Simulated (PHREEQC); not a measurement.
Make-up at 20 °C: 2.3 mmol/kgw KHSO4, 0.79 mmol/kgw NaH2PO4 and 75 mmol/kgw HNO3. Closed to the air; pH follows from the charge balance.

All values are PHREEQC results (ion-association model, wateq4f.dat), not measurements.

Precipitation was switched off in this run.

Problem. Predict the pH.

Solution. pH 1.20.

Problem. In which forms is S present?

Solution. HSO4- 74 %, SO4-2 26 % of the S.

Complexes and solids missing from the database can't appear. H3PO4, which wateq4f.dat lacks, is added to it with the constant of phreeqc.dat.
